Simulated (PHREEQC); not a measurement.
Make-up at 85 °C: 1.1 mmol/kgw H3PO4 and 14 mmol/kgw NH3. Closed to the air; pH follows from the charge balance.

Equilibrium calculation in PHREEQC: ion-association model, phreeqc.dat.

This is a speciation only: nothing precipitates in the calculation.

### Question
Estimate the pH, specific conductance, ionic strength.

### Answer
pH 8.47; specific conductance 750 µS/cm; ionic strength 0.00333 mol/kgw.

### Question
In which forms is P present?

### Answer
HPO4-2 97 %, H2PO4- 3.2 % of the P.

Species that the database lacks are ignored. At this temperature some constants are extrapolated from 25 °C, and those without enthalpy data are left unchanged.
